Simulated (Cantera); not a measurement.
A closed system holds: 1 mol CuO, 2.1 mol CH4, 4 mol H2, held at 825 K and 21.0 Pa.

Method: chemical equilibrium by Gibbs-energy minimisation in Cantera with the NASA 1993 tables (ideal gas, pure condensed phases). Candidate condensed phases: C, C6H6, C7H8, C8H18, Cu, CuO, Cu(OH)2, Cu2O, H2O; 113 gas species. The numbers say what is thermodynamically allowed, not how fast it happens.

Base state: H2 0.891, CO 0.108, H2O 0.000256, CH4 0.000151, CO2 0.000111 (mole fractions); condensed: C(graphite) + Cu(s).

Q: What changes in the equilibrium state with this change: temperature from 825 K to 1800 K?

A: 
| species | before | after |
|---|---|---|
| H2 | 0.891 | 0.784 |
| CO | 0.108 | 0.0970 |
| Cu | <1e-9 | 0.0970 |
| H | <1e-9 | 0.0219 |
| C2H2 (acetylene) | <1e-9 | 0.000138 |
| CO2 | 0.000111 | <1e-9 |
| H2O | 0.000256 | 4.55e-9 |
| CH4 | 0.000151 | 9.93e-8 |
| C(graphite), mol | 1.10 | 1.10 |
| Cu(s), mol | 1.00 | 0 |

Q: What changes in the equilibrium state with this change: temperature from 825 K to 1500 K?

A: 
```csv
species,before,after
H2,0.891,0.855
CO,0.108,0.104
Cu,<1e-9,0.0392
H,<1e-9,0.00112
CO2,0.000111,1.52e-9
Cu2,<1e-9,1.53e-5
"C(graphite), mol",1.10,1.10
"Cu(s), mol",1.00,0
"Cu(l), mol",0,0.624
```

Q: What changes in the equilibrium state with this change: temperature from 825 K to 2575 K?

A: 
```tsv
species	before	after
H	<1e-9	0.766
H2	0.891	0.103
CO	0.108	0.0595
Cu	<1e-9	0.0595
C3	<1e-9	0.00734
C	<1e-9	0.00216
C2H2 (acetylene)	<1e-9	0.00151
C2H	<1e-9	0.000943
C2	<1e-9	0.000686
C(graphite), mol	1.10	0.584
Cu(s), mol	1.00	0
```
